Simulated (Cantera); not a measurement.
A freely propagating, adiabatic, planar premixed flame of CH₃OH : O₂ : N₂ = 1 : 1.5 : 5.64 (molar parts), unburnt at 300 K and 9.87 atm; mixture-averaged transport, grid criteria slope 0.08 and curve 0.16, no radiation.

Detailed kinetics in Cantera: GRI-Mech 3.0 (53 species, 325 reactions). GRI-Mech 3.0 was tuned for natural gas; its chemistry of methanol as a main component is partial and can be far from experiment. Burning velocities carry a grid error of a few per cent, more on coarse grids.

**Question.** How do the results move with these cheaper or finer settings: unity-Lewis-number transport; multicomponent transport; multicomponent+Soret transport; grid criteria slope 0.5, curve 1; grid criteria slope 0.25, curve 0.5; grid criteria slope 0.03, curve 0.06?

**Answer.** 
| setting | laminar burning velocity | thermal thickness | peak x(CH₂) | peak x(H) | grid points |
|---|---|---|---|---|---|
| as above | 20.9 cm/s | 0.0659 mm | 1.39e-6 | 0.00189 | 136 |
| unity-Lewis-number transport | 20.7 cm/s | 0.0655 mm | 2.86e-6 | 0.00279 | 126 |
| multicomponent transport | 21.2 cm/s | 0.0666 mm | 1.42e-6 | 0.00192 | 137 |
| multicomponent+Soret transport | 20.8 cm/s | 0.0673 mm | 1.38e-6 | 0.00188 | 139 |
| grid criteria slope 0.5, curve 1 | 23.1 cm/s | 0.0737 mm | 1.21e-6 | 0.00179 | 34 |
| grid criteria slope 0.25, curve 0.5 | 21.6 cm/s | 0.0685 mm | 1.32e-6 | 0.00185 | 56 |
| grid criteria slope 0.03, curve 0.06 | 20.6 cm/s | 0.0655 mm | 1.39e-6 | 0.00188 | 334 |
The base run took around 40 core-seconds (rough).
Unity Lewis numbers drop preferential diffusion, which matters most where H2 and H carry the flame; Soret adds thermal diffusion.
